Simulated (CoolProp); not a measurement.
The fluid at 345.71 K and 9.32 MPa is throttled through a valve to 2.87 MPa with no heat exchange. The same conditions are run with several fluids, on thermodynamics alone (safety and materials aside).

The numbers come from the reference Helmholtz-energy equation of state of each fluid (nitrous oxide: Lemmon 2006; CF4 (R14): Platzer 1990; normal hydrogen: Leachman 2009; R13: Platzer 1990; nitrogen: Span 2000) in CoolProp. The equations of Platzer and Polt are older, rougher fits.

Problem. Rank nitrous oxide, CF4 (R14), normal hydrogen, R13, nitrogen by temperature change (K), highest first.

Solution. normal hydrogen (+2.6), nitrogen (-7.9), CF4 (R14) (-23.1), R13 (-56.5), nitrous oxide (-62.2)

| fluid | final phase | final density (kg/m³) |
|---|---|---|
| nitrous oxide | gas | 68.4 |
| CF4 (R14) | gas | 102 |
| normal hydrogen | supercritical | 1.97 |
| R13 | gas | 221 |
| nitrogen | gas | 28.5 |
